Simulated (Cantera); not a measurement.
Charge: 1 mol PbO, 1.2 mol CH4, 2.1 mol H2, at 1525 °C and 0.00150 bar.

Method: chemical equilibrium by Gibbs-energy minimisation in Cantera with the NASA 1993 tables (ideal gas, pure condensed phases). Candidate condensed phases: C, C6H6, C7H8, C8H18, H2O, Pb, PbO, PbO2, Pb3O4; 113 gas species. Equilibrium is a limit: real reactors are often held back by kinetics, nucleation or transport.

Base state: H2 0.686, CO 0.153, Pb 0.153, H 0.00754, C2H2 (acetylene) 0.000118 (mole fractions); condensed: C(graphite).

### Question
What changes in the equilibrium state with this change: pressure from 0.00150 bar to 0.150 bar?

### Answer
```
species            before     after
----------------  -------  --------
H2                  0.686     0.691
CO                  0.153     0.154
Pb                  0.153     0.154
H                 0.00754  0.000757
CH4               5.46e-7   5.55e-5
Pb2               2.63e-7   2.65e-5
C(graphite), mol    0.198     0.198
```

### Question
What changes in the equilibrium state with this change: pressure from 0.00150 bar to 0.180 bar?

### Answer
```
species            before     after
----------------  -------  --------
H2                  0.686     0.692
CO                  0.153     0.154
Pb                  0.153     0.154
H                 0.00754  0.000691
CH4               5.46e-7   6.66e-5
Pb2               2.63e-7   3.18e-5
C(graphite), mol    0.198     0.198
```

### Question
What changes in the equilibrium state with this change: pressure from 0.00150 bar to 0.100 bar?

### Answer
```tsv
species	before	after
H2	0.686	0.691
CO	0.153	0.154
Pb	0.153	0.154
H	0.00754	0.000927
CH4	5.46e-7	3.70e-5
Pb2	2.63e-7	1.77e-5
C2H2 (acetylene)	0.000118	0.000119
C(graphite), mol	0.198	0.198
```
